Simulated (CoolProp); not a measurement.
A single-stage vapour-compression cycle with propyne: evaporating at 289.15 K (dew point), condensing at 314.15 K (bubble point), superheat 10 K, subcooling 5 K, compressor efficiency 0.9, no pressure losses. Each further row changes one setting.

The numbers come from the reference Helmholtz-energy equation of state, Polt 1992 in CoolProp. This equation is an older, rougher fit; its heat capacities, sound speeds and derivatives of the liquid may be far off and weren't checked against measurements.

| case | cooling COP | pressure ratio | discharge temperature (K) | refrigerating effect (kJ/kg) | volumetric capacity (kJ/m³) |
|---|---|---|---|---|---|
| as stated | 9.65 | 2.03 | 334.6 | 448 | 3490 |
| evaporating temperature 294.15 K | 12.4 | ___ | ___ | ___ | 4080 |
| condensing temperature 309.15 K | 12.3 | 1.78 | 327.7 | 460 | 3590 |
| subcooling 10 K | 9.91 | 2.03 | 334.6 | 460 | 3590 |
| superheat 20 K | 9.59 | 2.03 | ___ | 465 | 3470 |
| compressor efficiency 0.8 | 8.58 | 2.03 | 337.7 | 448 | 3490 |

Task: Fill in the missing entries.

Result: 
- evaporating temperature 294.15 K, pressure ratio: 1.74
- evaporating temperature 294.15 K, discharge temperature (K): 332.3
- evaporating temperature 294.15 K, refrigerating effect (kJ/kg): 453
- superheat 20 K, discharge temperature (K): 344.8
